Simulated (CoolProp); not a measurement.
100 sccm (0 °C, 1 atm) of nitrogen bubbles through liquid toluene at 364 K and leaves saturated at a total pressure of 0.15 MPa (ideal gas phase). Each further row changes one setting.

Model: reference Helmholtz-energy equation of state, Lemmon 2006, in CoolProp. It is a short technical equation, of lower accuracy than the large ones.

```csv
case,vapour pressure (kPa),mole fraction of vapour,delivery (mg/min),delivery (sccm),change of delivery for a bath 1 K warmer (%)
as stated,55.8,0.372,243,59.2,5.3
bath temperature 369 K,65.4,0.436,317,77.2,5.7
total pressure 0.3 MPa,55.8,0.186,93.9,22.8,4.0
```
